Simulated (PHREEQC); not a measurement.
Make-up at 35 °C: 0.0085 mol/kgw Cu(BF4)2, 0.018 mol/kgw HNO3 and 0.00051 mol/kgw NaCl. Closed to the air; pH follows from the charge balance.

Model: ion-association model, wateq4f.dat, run in PHREEQC.

Each row changes one thing in this solution. No solid was allowed to form.

```tsv
case	pH	ionic strength (mol/kgw)	BF4- (mol/kgw)	HF (mol/kgw)	H3BO3 (mol/kgw)	BF3OH- (mol/kgw)	SI of CuF2:2H2O (CuF2:2H2O)	SI of Tenorite (CuO)
as made	1.85	0.0424	0.0141	0.00830	0.00198	0.000753	-4.71	-5.94
temperature from 35 to 90 °C	1.94	0.0395	0.0109	0.0203	0.00479	0.000774	-4.37	-4.16
temperature from 35 to 20 °C	1.84	0.0428	0.0146	0.00655	0.00157	0.000736	-4.83	-6.51
diluted 5-fold with water	2.52	0.00847	0.00194	0.00409	0.00115	0.000212	-4.55	-5.16
temperature from 35 to 40 °C	1.85	0.0422	0.0139	0.00899	0.00214	0.000758	-4.67	-5.76
temperature from 35 to 45 °C	1.86	0.0420	0.0137	0.00975	0.00231	0.000763	-4.64	-5.58
temperature from 35 to 85 °C	1.92	0.0399	0.0113	0.0187	0.00442	0.000777	-4.40	-4.31
```

At this temperature some constants are extrapolated from 25 °C, and those without enthalpy data are left unchanged. Real BF4- forms and hydrolyses slowly; the run takes it at equilibrium.
